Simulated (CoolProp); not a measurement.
Vapour-liquid equilibrium of acetone (1) + n-heptane (2) at 430 kPa; x and y are mole fractions of (1).

Values from CoolProp's multi-fluid Helmholtz-energy mixture model, Lemmon 2006 and Span 2003; pair parameters Bell 2016.

Problem. Give the bubble temperature and the first vapour's composition at x = 0.05, 0.15, 0.45. Is there an azeotrope?

Solution. x = 0.05: 418.9 K, y = 0.220; x = 0.15: 403.9 K, y = 0.479; x = 0.45: 386.1 K, y = 0.733. No azeotrope shows between x = 0.05 and 0.95.

The pair parameters rest on a limited set of measurements; away from them the model extrapolates.
